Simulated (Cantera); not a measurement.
# Premixed flame

A freely propagating, adiabatic, planar premixed flame of H2 : O2 : N2 = 1 : 0.725 : 2.72 (molar parts), equivalence ratio 0.69, unburnt at 548 K and 990000 Pa; unity-Lewis-number transport, grid criteria slope 0.08 and curve 0.16, no radiation.

Cantera simulation using the H2/O2 subset of GRI-Mech 3.0, which has no nitrogen chemistry; the numbers are that mechanism's predictions, not measurements. The hydrogen kinetics of GRI-Mech 3.0 are dated; newer H2 mechanisms differ, most at raised pressure. Unity Lewis numbers drop preferential diffusion, which matters most where H2 and H carry the flame. Burning velocities carry a grid error of a few per cent, more on coarse grids. Lean hydrogen flames are cellular in practice and burn faster than this planar one.

```tsv
z (mm)	T (K)	u (m/s)	x H2	x O2	x HO2	x H2O2	x H	x O
-0.0653	548	2.77	0.225	0.163	1.21e-6	2.62e-7	<1e-8	<1e-8
-0.0435	551	2.79	0.225	0.163	8.35e-6	1.78e-6	<1e-8	1.30e-8
-0.0326	558	2.82	0.224	0.163	2.40e-5	5.03e-6	<1e-8	5.69e-8
-0.0218	591	2.98	0.220	0.161	0.000108	2.01e-5	1.30e-8	6.98e-7
-0.0109	835	4.15	0.192	0.147	0.000751	9.05e-5	5.05e-5	4.63e-5
-0.00544	1186	5.75	0.145	0.125	0.000905	9.47e-5	0.00189	0.000590
0	1571	7.42	0.0787	0.0928	0.000509	1.65e-5	0.00918	0.00313
0.00544	1817	8.42	0.0345	0.0699	0.000273	5.68e-6	0.0113	0.00571
0.0109	1947	8.93	0.0179	0.0608	0.000166	4.06e-6	0.00803	0.00587
0.0218	2066	9.38	0.00861	0.0567	8.19e-5	2.69e-6	0.00338	0.00385
0.0435	2144	9.68	0.00375	0.0558	3.45e-5	1.68e-6	0.000960	0.00173
0.0870	2183	9.83	0.00144	0.0559	1.42e-5	1.03e-6	0.000228	0.000678
0.174	2199	9.89	0.000614	0.0561	7.79e-6	7.29e-7	6.68e-5	0.000308
```
x: mole fraction of selected species; z is measured from the peak of heat release.

```yaml
laminar_burning_velocity: 277 cm/s
thermal_thickness: 0.0218 mm
peak x(HO2): 0.000974
peak x(H2O2): 0.000108
peak x(H): 0.0117
peak x(O): 0.00605
```
